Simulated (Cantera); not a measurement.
Charge: 1 mol Si, 1.9 mol H₂, equilibrated at 1325 °C and 360000 Pa.

Cantera equilibrium calculation (NASA polynomials, part measured and part estimated; ideal gas, pure solids and liquids). Candidate condensed phases: Si; 9 gas species. The numbers say what is thermodynamically allowed, not how fast it happens.

Question: What is the equilibrium state?

Answer: 
| Property | Result |
|---|---|
| x(H₂) | 1.000 |
| x(H) | 2.81e-5 |
| x(SiH₂) | 4.90e-6 |
| x(SiH₄) | 4.14e-6 |
| n(Si(s)) | 1.000 mol |
| gas amount | 1.900 mol |
